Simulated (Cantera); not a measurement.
Gas mixture: 100 % O₂, at 19.5 Torr, frozen composition.

Cantera's kinetic-theory transport with the Lennard-Jones parameters of GRI-Mech 3.0, ideal gas; thermal conductivity in the mixture-averaged form.

One state of this run: ρ (kg/m³) = 0.0111; cp (J/kg/K) = 1074; μ (µPa s) = 44.7; λ (mW/m/K) = 67.6; Pr = 0.710; D (cm²/s) C₂H₂ = 44.5; D (cm²/s) CH₃ = 59.2; D (cm²/s) N₂ = 53.3. D: mixture-averaged diffusion coefficient of that species in the mixture.

Problem. Which value of T (K) does it belong to?
A) 900
B) 800
C) 500
D) 600

Solution. A, 900
